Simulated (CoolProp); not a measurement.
Carbon monoxide at 298.15 K and 0.413 MPa is throttled through a valve to 0.175 MPa with no heat exchange. Each further row changes one setting.

Model: reference Helmholtz-energy equation of state, Lemmon 2006, in CoolProp. It is a short technical equation, of lower accuracy than the large ones.

```csv
case,temperature change (K),final density (kg/m³)
as stated,-0.6,1.98
outlet pressure 0.0525 MPa,-0.9,0.595
outlet pressure 0.227 MPa,-0.5,2.57
```
